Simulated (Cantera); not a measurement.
An isothermal, constant-pressure homogeneous reactor starts with 43.1 % CH₄, 14.2 % CO₂, 42.7 % H₂, at 2125 K and 0.133 bar.

Computed with Cantera and GRI-Mech 3.0 (53 species, 325 reactions). GRI-Mech 3.0 stops at C3 and has no aromatics, soot or wall deposition, so with more carbon than oxygen in the feed, carbon stays in small species such as C2H2 where larger ones or solid carbon would form.

x: mole fraction; the columns are a selection and need not sum to one.

| t (s) | x CH₄ | x CO₂ | x H₂ | x CO | x HCO | x H₂O | x CH₂ |
|---|---|---|---|---|---|---|---|
| 4.00e-5 | 0.408 | 0.140 | 0.433 | 0.000737 | 6.18e-7 | 0.000673 | (withheld) |
| 0.000109 | 0.325 | 0.129 | 0.478 | 0.00593 | 4.76e-6 | 0.00467 | 6.54e-5 |
| 0.000297 | 0.156 | 0.0922 | 0.595 | 0.0270 | 3.55e-6 | 0.0208 | 6.27e-5 |
| 0.000810 | 0.0565 | 0.0449 | 0.644 | 0.0663 | 1.26e-6 | 0.0530 | (withheld) |
| 0.00221 | 0.0161 | 0.00761 | 0.650 | 0.106 | 4.40e-7 | 0.0774 | (withheld) |
| 0.00602 | 0.00721 | 0.00233 | 0.669 | 0.128 | 2.30e-7 | 0.0606 | (withheld) |
| 0.0164 | 0.00465 | 0.00131 | 0.695 | 0.155 | 1.15e-7 | 0.0290 | (withheld) |
| 0.0447 | 0.00193 | 0.000248 | 0.715 | 0.176 | 5.87e-8 | 0.00496 | (withheld) |
| 0.122 | 0.000348 | 2.45e-6 | 0.720 | 0.180 | 5.54e-8 | 4.81e-5 | (withheld) |
| 0.332 | 0.000186 | 7.20e-9 | 0.720 | 0.180 | 5.55e-8 | 1.44e-7 | 6.95e-7 |
| 0.906 | 0.000186 | 7.17e-9 | 0.720 | 0.180 | 5.55e-8 | 1.44e-7 | 6.95e-7 |
| 2.47 | 0.000186 | 7.17e-9 | 0.720 | 0.180 | 5.55e-8 | 1.44e-7 | 6.95e-7 |
| 6.73 | 0.000186 | 7.17e-9 | 0.720 | 0.180 | 5.55e-8 | 1.44e-7 | 6.95e-7 |
| 18.3 | 0.000186 | 7.17e-9 | 0.720 | 0.180 | 5.55e-8 | 1.44e-7 | 6.95e-7 |
| 50.0 | 0.000186 | 7.17e-9 | 0.720 | 0.180 | 5.55e-8 | 1.44e-7 | 6.95e-7 |

Q: Fill in the missing entries.

A: 
- 4.00e-5, x CH₂: 2.01e-5
- 0.000810, x CH₂: 4.40e-5
- 0.00221, x CH₂: 2.86e-5
- 0.00602, x CH₂: 1.94e-5
- 0.0164, x CH₂: 1.35e-5
- 0.0447, x CH₂: 6.43e-6
- 0.122, x CH₂: 1.29e-6
